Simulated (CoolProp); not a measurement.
Vapour-liquid equilibrium of acetone (1) + p-xylene (2) at 3.27 bar; x and y are mole fractions of (1).

Model: multi-fluid Helmholtz-energy mixture model, Lemmon 2006 and Zhou 2012; pair parameters Bell 2016, in CoolProp.

```tsv
x	bubble temperature, mixture model (K)	bubble temperature, Raoult's law (K)	y, mixture model	y, Raoult's law
0.05	444.4	448.5	0.315	0.279
0.15	421.2	429.1	0.627	0.588
0.25	407.2	415.1	0.760	0.744
0.35	397.8	404.5	0.831	0.833
0.45	391.1	396.1	0.875	0.889
0.55	385.7	389.1	0.906	0.926
0.65	381.2	383.3	0.931	0.952
0.75	377.2	378.2	0.953	0.971
0.85	373.5	373.8	0.972	0.985
0.95	369.9	370.0	0.991	0.996
```

The largest gap from Raoult's law is -7.9 K in bubble temperature, at x = 0.25. No azeotrope shows between x = 0.05 and 0.95.

Pair parameters are fitted to limited data, so mixtures are less certain than the pure fluids.
